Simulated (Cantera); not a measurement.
A Cantera script and what it prints.

```python
import numpy as np
import cantera as ct

gas_names = [...]  # 109 gases of nasa_gas.yaml made of C, Cl, H, Si
cond_names = """
    C(gr) C6H6(L) C7H8(L) C8H18(L),n-octa Si(cr) Si(L) SiC(b)
""".split()


# ... load() reads the species with a 1 bar reference pressure and builds the phases ...
atoms = {
    'SiHCl3': {'Si': 1, 'H': 1, 'CL': 3},
    'C3H8': {'C': 3, 'H': 8},
    'H2': {'H': 2},
    'C2H2': {'C': 2, 'H': 2},
}
top_T = {'C(gr)': 4500, 'SiC(b)': 3050}  # K; cautious upper limits of use, not melting points


# ... equilibrate(T, P, feed) seeds the gas with the atoms and calls Mixture.equilibrate('TP', solver="vcs", rtol=1e-11, max_steps=5000) ...
results = []
T = 1625  # K
P = 240  # Pa
for m in [0.18, 0.32, 0.47, 0.61, 0.76, 0.9, 1, 1.2, 1.3]:
    feed = {'SiHCl3': 1, 'C3H8': 0.011, 'H2': 47, 'C2H2': m}  # mol
    mix = equilibrate(T, P, feed)
    results.append((T, P, feed, dict(zip(mix.species_names, mix.species_moles))))

top = {s: max(r[3][s] / sum(r[3][g] for g in gas_names) for r in results) for s in gas_names}
cols = sorted((s for s in top if top[s] > 1e-06), key=lambda s: -top[s])[:9]
seen = [c for c in cond_names if any(r[3].get(c, 0) > 1e-12 for r in results)]
print("log10 of partial pressures in bar; condensed amounts in mol")
print(f"{'n(C2H2)':>10s}" + "".join(f"{s[:9]:>10s}" for s in cols + seen))
for T, P, feed, n in results:
    ng = sum(n[g] for g in gas_names)
    print(f"{feed['C2H2']:10.4g}" + "".join(f"{np.log10(max(n[s] / ng * P / 1e5, 1e-99)):10.3f}" for s in cols)
          + "".join(f"{n.get(c, 0):10.4g}" for c in seen))
```

Output:

```
log10 of partial pressures in bar; condensed amounts in mol
   n(C2H2)        H2       HCL     SiCL2         H        CL        Si      SiCL C2H2,acet     SiCL3     C(gr)    Si(cr)    SiC(b)
      0.18    -2.644    -3.962    -4.736    -5.474    -6.896    -6.788    -6.992   -10.976    -7.301         0     0.223     0.393
      0.32    -2.645    -3.942    -4.807    -5.474    -6.875    -6.899    -7.083   -10.755    -7.352         0         0     0.673
      0.47    -2.647    -3.846    -5.885    -5.475    -6.778    -8.172    -8.258    -8.211    -8.332         0         0    0.9727
      0.61    -2.647    -3.842    -6.433    -5.475    -6.773    -8.730    -8.811    -7.096    -8.876    0.2573         0    0.9923
      0.76    -2.647    -3.843    -6.436    -5.475    -6.775    -8.730    -8.813    -7.096    -8.880    0.5572         0    0.9923
       0.9    -2.647    -3.844    -6.438    -5.475    -6.776    -8.730    -8.814    -7.096    -8.884    0.8372         0    0.9923
         1    -2.647    -3.845    -6.440    -5.475    -6.777    -8.730    -8.815    -7.096    -8.887     1.037         0    0.9923
       1.2    -2.647    -3.847    -6.444    -5.475    -6.779    -8.730    -8.817    -7.096    -8.892     1.437         0    0.9924
       1.3    -2.647    -3.848    -6.446    -5.475    -6.779    -8.730    -8.818    -7.096    -8.895     1.637         0    0.9924
```

These are equilibrium values from Cantera (NASA tables, ideal gas, pure condensed phases), not measurements of a reactor. Mutual solubility and eutectic melting of coexisting phases are not modelled. The tables' values for SiCl, SiCl3 are old estimates; treat these amounts as uncertain.
